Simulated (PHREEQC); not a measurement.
## Acid rinse or clean (model solution)

Consider water at 25 °C with 26 mmol/kgw HCl, 0.039 mmol/kgw ZnSO4 and 1.2 mmol/kgw MgCl2. Closed to the air; pH follows from the charge balance.

Computed with PHREEQC (ion-association model, phreeqc.dat).

Each row changes one thing in this solution. This is a speciation only: nothing precipitates in the calculation.

```csv
case,pH,Zn+2 (mol/kgw),HSO4- (mol/kgw),SO4-2 (mol/kgw),ZnCl+ (mol/kgw),MgSO4 (mol/kgw)
as made,1.64,3.74e-5,2.18e-5,1.58e-5,1.52e-6,1.28e-6
diluted 2-fold with water,1.93,1.90e-5,8.38e-6,1.05e-5,4.51e-7,5.75e-7
0.034 mol/kgw KCl added,1.66,3.62e-5,1.93e-5,1.70e-5,___,9.24e-7
diluted 5-fold with water,2.32,7.71e-6,2.06e-6,5.57e-6,8.54e-8,___
diluted 10-fold with water,___,3.88e-6,6.42e-7,3.20e-6,2.34e-8,5.63e-8
MgCl2 from 0.0012 to 0.00024 mol/kgw,1.64,3.75e-5,2.26e-5,1.61e-5,___,___
MgCl2 from 0.0012 to 0.0024 mol/kgw,1.65,3.73e-5,2.10e-5,1.56e-5,1.60e-6,2.39e-6
HCl replaced by NaCl at the same molality,6.65,3.72e-5,4.62e-10,3.39e-5,1.51e-6,2.74e-6
temperature from 25 to 15 °C,1.64,3.80e-5,2.01e-5,1.78e-5,9.86e-7,1.12e-6
```

Task: Complete the blanks.

Result: 
- 0.034 mol/kgw KCl added, ZnCl+ (mol/kgw): 2.62e-6
- diluted 5-fold with water, MgSO4 (mol/kgw): 1.65e-7
- diluted 10-fold with water, pH: 2.61
- MgCl2 from 0.0012 to 0.00024 mol/kgw, ZnCl+ (mol/kgw): 1.45e-6
- MgCl2 from 0.0012 to 0.00024 mol/kgw, MgSO4 (mol/kgw): 2.73e-7
